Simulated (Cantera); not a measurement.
Source: NASA polynomial tables (part measured, part estimated), evaluated in Cantera. Values are per mole of reaction as written; species without (g) are pure solids or liquids, kept so even where they would boil at 1 bar.

Task: Between 450 and 800 K, where is each reaction favourable under standard conditions?
- PbS(g) + 2 PbF2 + 3 O(g) = SF4(g) + 3 PbO

Result: 
- PbS(g) + 2 PbF2 + 3 O(g) = SF4(g) + 3 PbO: ΔG° is -738 kJ at 450 K and -570 kJ at 800 K; it stays negative (K > 1). ΔH° is -970 kJ and ΔS° -501 J/K at 800 K.
